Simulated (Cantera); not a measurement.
## Calcination and drying: CaCO₃ + H₂ + O₂

A closed system holds: 1 mol CaCO₃, 1.3 mol H₂, 13 mol O₂, at 133 Pa.

Method: chemical equilibrium by Gibbs-energy minimisation in Cantera with the NASA 1993 tables (ideal gas, pure condensed phases). Candidate condensed phases: C, C₆H₆, C₇H₈, C₈H₁₈, Ca, CaCO₃, CaO, Ca(OH)₂, H₂O; 115 gas species. The numbers say what is thermodynamically allowed, not how fast it happens.

From 1723 K to 2173 K the condensed part is CaO(s). The main Ca-bearing gas is Ca(OH)₂ at 1723 K and CaOH at 2173 K.

| T (K) | x O₂ | x H₂O | x CO₂ | x O | x OH | x CO | n CaO(s) |
|---|---|---|---|---|---|---|---|
| 1723 | 0.840 | 0.0870 | 0.0680 | 0.00143 | 0.00293 | 0.000182 | 1.000 |
| 1773 | 0.839 | 0.0864 | 0.0678 | 0.00236 | 0.00402 | 0.000314 | 1.000 |
| 1823 | 0.837 | 0.0855 | 0.0675 | 0.00378 | 0.00541 | 0.000526 | 1.000 |
| 1873 | 0.834 | 0.0843 | 0.0670 | 0.00591 | 0.00715 | 0.000855 | 1.000 |
| 1923 | 0.830 | 0.0827 | 0.0664 | 0.00903 | 0.00928 | 0.00135 | 1.000 |
| 1973 | 0.825 | 0.0808 | 0.0654 | 0.0135 | 0.0119 | 0.00207 | 1.000 |
| 2023 | 0.818 | 0.0783 | 0.0640 | 0.0197 | 0.0149 | 0.00310 | 1.000 |
| 2073 | 0.808 | 0.0751 | 0.0622 | 0.0283 | 0.0184 | 0.00451 | 1.000 |
| 2123 | 0.795 | 0.0713 | 0.0597 | 0.0398 | 0.0222 | 0.00638 | 0.999 |
| 2173 | 0.779 | 0.0666 | 0.0565 | 0.0549 | 0.0264 | 0.00875 | 0.998 |
x: gas mole fraction; n: condensed amount in mol.
